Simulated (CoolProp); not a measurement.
R404A along the isobar 21400 kPa: fugacity coefficient from the reference equation and from simpler models built on Tc = 345.3 K, pc = 3735 kPa, ω = 0.293; each cubic takes its own stable root.

The numbers come from the reference Helmholtz-energy equation of state, Lemmon 2003 in CoolProp. It is a pseudo-pure fit of the blend.

| T (K) | phase | reference |
|---|---|---|
| 279 | liquid | 0.06034 |
| 310.6 | liquid | 0.1220 |
| 342.2 | liquid | 0.2062 |
| 373.7 | supercritical | 0.3056 |
| 405.3 | supercritical | 0.4115 |
| 436.9 | supercritical | 0.5150 |
| 468.4 | supercritical | 0.6097 |
| 500 | supercritical | 0.6932 |

Problem. How far does each simpler model (van der Waals, Redlich-Kwong, Soave-Redlich-Kwong, Peng-Robinson) lie from the reference over these 8 states: mean and median of the absolute difference, and the worst?

Solution. 
- van der Waals: mean 48.5 %, median 16.7 %, worst +192.0 % at 279 K and 21400 kPa
- Redlich-Kwong: mean 15.0 %, median 6.9 %, worst +50.4 % at 279 K and 21400 kPa
- Soave-Redlich-Kwong: mean 14.6 %, median 14.8 %, worst +15.7 % at 373.7 K and 21400 kPa
- Peng-Robinson: mean 3.2 %, median 3.4 %, worst +3.9 % at 405.3 K and 21400 kPa
